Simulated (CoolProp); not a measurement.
Vapour-liquid equilibrium of methanol (1) + dimethyl carbonate (2) at 358.4 K; x and y are mole fractions of (1).

Computed with CoolProp (multi-fluid Helmholtz-energy mixture model, de Reuck 1993 and Zhou 2011; pair parameters Bell 2016).

```json
[
 {"x": "0.05", "bubble pressure, mixture model (MPa)": "0.1087", "bubble pressure, Raoult's law (MPa)": "0.09314", "y, mixture model": "0.228", "y, Raoult's law": "0.117"},
 {"x": "0.15", "bubble pressure, mixture model (MPa)": "0.1421", "bubble pressure, Raoult's law (MPa)": "0.1062", "y, mixture model": "0.452", "y, Raoult's law": "0.307"},
 {"x": "0.25", "bubble pressure, mixture model (MPa)": "0.1659", "bubble pressure, Raoult's law (MPa)": "0.1194", "y, mixture model": "0.566", "y, Raoult's law": "0.456"},
 {"x": "0.35", "bubble pressure, mixture model (MPa)": "0.1829", "bubble pressure, Raoult's law (MPa)": "0.1325", "y, mixture model": "___", "y, Raoult's law": "0.575"},
 {"x": "0.45", "bubble pressure, mixture model (MPa)": "0.1952", "bubble pressure, Raoult's law (MPa)": "0.1456", "y, mixture model": "___", "y, Raoult's law": "0.673"},
 {"x": "0.55", "bubble pressure, mixture model (MPa)": "0.2044", "bubble pressure, Raoult's law (MPa)": "0.1587", "y, mixture model": "___", "y, Raoult's law": "0.754"},
 {"x": "0.65", "bubble pressure, mixture model (MPa)": "0.2113", "bubble pressure, Raoult's law (MPa)": "0.1718", "y, mixture model": "___", "y, Raoult's law": "0.824"},
 {"x": "0.75", "bubble pressure, mixture model (MPa)": "0.2165", "bubble pressure, Raoult's law (MPa)": "0.1849", "y, mixture model": "0.811", "y, Raoult's law": "0.883"},
 {"x": "0.85", "bubble pressure, mixture model (MPa)": "0.2198", "bubble pressure, Raoult's law (MPa)": "0.1980", "y, mixture model": "0.865", "y, Raoult's law": "0.934"},
 {"x": "0.95", "bubble pressure, mixture model (MPa)": "0.2198", "bubble pressure, Raoult's law (MPa)": "0.2111", "y, mixture model": "0.944", "y, Raoult's law": "0.979"}
]
```

Some entries are withheld; supply them.


- 0.35, y, mixture model: 0.636
- 0.45, y, mixture model: 0.687
- 0.55, y, mixture model: 0.729
- 0.65, y, mixture model: 0.768

The largest gap from Raoult's law is +38.9 % in bubble pressure, at x = 0.25. y crosses x between x = 0.85 and 0.95: the model has an azeotrope there.

Pair parameters are fitted to limited data, so mixtures are less certain than the pure fluids.
